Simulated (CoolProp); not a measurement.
Computed with CoolProp (reference Helmholtz-energy equation of state, Thol 2015).

### Question
For octamethylcyclotetrasiloxane (D4), give the phase and the density (kg/m³), cv (kJ/(kg K)), isothermal compressibility (1/MPa) at 545.3 K and 0.101 MPa.

### Answer
- 545.3 K and 0.101 MPa: gas; density 6.85, cv 1.87, isothermal compressibility 10.3
